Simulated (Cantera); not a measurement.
An isothermal, constant-pressure homogeneous reactor starts with CH4 : N2 = 1 : 80 (molar parts), at 1100 K and 2670 Pa. Integrator tolerance rtol = 1e-08.

Model: GRI-Mech 3.0 (53 species, 325 reactions), integrated in Cantera. GRI-Mech 3.0 stops at C3 and has no aromatics, soot or wall deposition, so with more carbon than oxygen in the feed, carbon stays in small species such as C2H2 where larger ones or solid carbon would form. Radical loss at walls, strong at low pressure, is not modelled.

Question: What does this change do: temperature 1100 to 1573 K?

Answer: 
```json
[
 {"quantity": "x(CH4) at 40.0 s", "before": "0.0123 (gas-phase equilibrium 0.000594)", "after": "0.000100 (gas-phase equilibrium 5.72e-7)"},
 {"quantity": "x(HCN) at 40.0 s", "before": "<1e-12 (gas-phase equilibrium 0.00954)", "after": "5.44e-6 (gas-phase equilibrium 0.0112)"},
 {"quantity": "x(H) at 40.0 s", "before": "1.02e-12 (gas-phase equilibrium 2.10e-8)", "after": "3.23e-5 (gas-phase equilibrium 3.39e-5)"},
 {"quantity": "x(CH2) at 40.0 s", "before": "<1e-12 (gas-phase equilibrium <1e-12)", "after": "5.79e-9 (gas-phase equilibrium 3.62e-11)"},
 {"quantity": "x(C2H2) at 40.0 s", "before": "4.11e-12 (gas-phase equilibrium 0.00100)", "after": "0.00604 (gas-phase equilibrium 0.000472)"}
]
```
